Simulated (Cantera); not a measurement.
What does this Cantera script print?

```python
import numpy as np
import cantera as ct

gas_names = """
    Cu CuO Cu2 H HO2 H2 H2O H2O2 O OH O2 O3
""".split()
cond_names = """
    Cu(cr) Cu(L) CuO(s) CuO2H2(s) Cu2O(s) Cu2O(L) H2O(s) H2O(L)
""".split()


# ... load() reads the species with a 1 bar reference pressure and builds the phases ...
atoms = {
    'CuO': {'Cu': 1, 'O': 1},
    'H2': {'H': 2},
}
top_T = {'CuO(s)': 1390}  # K; cautious upper limits of use, not melting points


# ... equilibrate(T, P, feed) seeds the gas with the atoms and calls Mixture.equilibrate('TP', solver="vcs", rtol=1e-11, max_steps=5000) ...
results = []
feed = {'CuO': 1, 'H2': 4.2}  # mol
P = 2600  # Pa
for T in [1248, 1323, 1398, 1473, 1548, 1623, 1698, 1773, 1848, 1923, 1998, 2073, 2148, 2223]:
    mix = equilibrate(T, P, feed)
    results.append((T, P, feed, dict(zip(mix.species_names, mix.species_moles))))

top = {s: max(r[3][s] / sum(r[3][g] for g in gas_names) for r in results) for s in gas_names}
cols = sorted((s for s in top if top[s] > 0.001), key=lambda s: -top[s])[:9]
seen = [c for c in cond_names if any(r[3].get(c, 0) > 1e-12 for r in results)]
print("log10 of partial pressures in bar; condensed amounts in mol")
print(f"{'T/K':>10s}" + "".join(f"{s[:9]:>10s}" for s in cols + seen))
for T, P, feed, n in results:
    ng = sum(n[g] for g in gas_names)
    print(f"{T:10.4g}" + "".join(f"{np.log10(max(n[s] / ng * P / 1e5, 1e-99)):10.3f}" for s in cols)
          + "".join(f"{n.get(c, 0):10.4g}" for c in seen))
```

Result:

```
log10 of partial pressures in bar; condensed amounts in mol
       T/K        H2       H2O        Cu         H        OH    Cu(cr)     Cu(L)
      1248    -1.703    -2.208    -7.356    -7.182    -9.678         1         0
      1323    -1.703    -2.208    -6.571    -6.651    -8.996         1         0
      1398    -1.703    -2.208    -5.887    -6.177    -8.387         0    0.9998
      1473    -1.703    -2.208    -5.286    -5.749    -7.839         0    0.9992
      1548    -1.704    -2.209    -4.745    -5.363    -7.345         0    0.9971
      1623    -1.704    -2.209    -4.255    -5.013    -6.896         0     0.991
      1698    -1.706    -2.211    -3.810    -4.693    -6.487         0    0.9748
      1773    -1.711    -2.215    -3.404    -4.401    -6.114         0     0.935
      1848    -1.720    -2.225    -3.032    -4.136    -5.774         0    0.8434
      1923    -1.741    -2.245    -2.690    -3.897    -5.466         0    0.6385
      1998    -1.785    -2.288    -2.374    -3.687    -5.193         0    0.1734
      2073    -1.803    -2.305    -2.306    -3.481    -4.927         0         0
      2148    -1.807    -2.307    -2.307    -3.284    -4.674         0         0
      2223    -1.813    -2.311    -2.309    -3.100    -4.438         0         0
```

Equilibrium computed with Cantera from the NASA thermochemical tables; the gas is ideal and each condensed phase is pure.
